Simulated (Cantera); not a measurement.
Catalytic stagnation flow on Pt

A jet of 8.36 % CH4, 10.1 % O2, 81.5 % N2, equivalence ratio 1.7 at 300 K and 0.0642 atm hits a platinum plate 2.1 cm away at a mass flux of 0.19 kg/m²/s; the plate temperature is set and raised in steps from an oxygen-covered start.

Cantera simulation using Deutschmann's 1995 Pt surface mechanism with GRI-Mech 3.0 gas chemistry; the numbers are that mechanism's predictions, not measurements. Catalytic surfaces can have several steady states; this one follows from the mechanism file's or the stated starting coverage.

```json
[
 {"plate T (K)": "900", "wall x CH4": "0.0308", "wall x O2": "0.0129", "wall x H2O": "0.0965", "wall x OH": "<1e-8", "wall x CO": "0.0472", "wall x CO2": "0.00940", "θ free Pt": "0.607", "θ H*": "0.000134", "θ CO*": "0.383", "θ C*": "0.00922"},
 {"plate T (K)": "950", "wall x CH4": "0.0263", "wall x O2": "0.0111", "wall x H2O": "0.101", "wall x OH": "<1e-8", "wall x CO": "0.0588", "wall x CO2": "0.00106", "θ free Pt": "0.682", "θ H*": "0.000755", "θ CO*": "0.242", "θ C*": "0.0747"},
 {"plate T (K)": "1000", "wall x CH4": "0.0221", "wall x O2": "0.00938", "wall x H2O": "0.100", "wall x OH": "<1e-8", "wall x CO": "0.0633", "wall x CO2": "0.000804", "θ free Pt": "0.769", "θ H*": "0.00132", "θ CO*": "0.146", "θ C*": "0.0832"},
 {"plate T (K)": "1050", "wall x CH4": "0.0185", "wall x O2": "0.00797", "wall x H2O": "0.0986", "wall x OH": "<1e-8", "wall x CO": "0.0666", "wall x CO2": "0.00131", "θ free Pt": "0.863", "θ H*": "0.00148", "θ CO*": "0.0919", "θ C*": "0.0432"},
 {"plate T (K)": "1100", "wall x CH4": "0.0167", "wall x O2": "0.00733", "wall x H2O": "0.0970", "wall x OH": "<1e-8", "wall x CO": "0.0675", "wall x CO2": "0.00240", "θ free Pt": "0.926", "θ H*": "0.00143", "θ CO*": "0.0545", "θ C*": "0.0179"},
 {"plate T (K)": "1150", "wall x CH4": "0.0159", "wall x O2": "0.00716", "wall x H2O": "0.0952", "wall x OH": "1.76e-8", "wall x CO": "0.0668", "wall x CO2": "0.00412", "θ free Pt": "0.960", "θ H*": "0.00130", "θ CO*": "0.0312", "θ C*": "0.00736"},
 {"plate T (K)": "1200", "wall x CH4": "0.0157", "wall x O2": "0.00721", "wall x H2O": "0.0931", "wall x OH": "4.74e-8", "wall x CO": "0.0649", "wall x CO2": "0.00651", "θ free Pt": "0.978", "θ H*": "0.00117", "θ CO*": "0.0178", "θ C*": "0.00322"},
 {"plate T (K)": "1250", "wall x CH4": "0.0158", "wall x O2": "0.00737", "wall x H2O": "0.0905", "wall x OH": "1.16e-7", "wall x CO": "0.0623", "wall x CO2": "0.00950", "θ free Pt": "0.987", "θ H*": "0.00106", "θ CO*": "0.0103", "θ C*": "0.00151"}
]
```
x: mole fraction at the wall; θ: surface coverage.
